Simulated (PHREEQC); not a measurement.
**Copper plating or etch bath: an equilibrium model**

Consider water at 25 °C with 7.2 mmol/kgw CuCl2 and 30 mmol/kgw HCl. Closed to the air; pH follows from the charge balance.

The numbers come from PHREEQC with the ion-association model, phreeqc.dat.

The pH comes out as 1.59. The ionic strength comes out as 0.0508 mol/kgw. The specific conductance is 12600 µS/cm and the density is 0.998 g/cm³. The total alkalinity comes out as -30.0 meq/kg.

```
species  molality  activity   log γ
-------  --------  --------  ------
Cl-        0.0440    0.0358  -0.090
H+         0.0300    0.0256  -0.069
Cu+2      0.00681   0.00327  -0.318
CuCl+    0.000386  0.000315  -0.089
CuCl2     5.98e-6   6.05e-6   0.005
CuOH+     1.57e-9   1.28e-9  -0.089
```

No solid was allowed to form. Complexes and solids missing from the database can't appear.
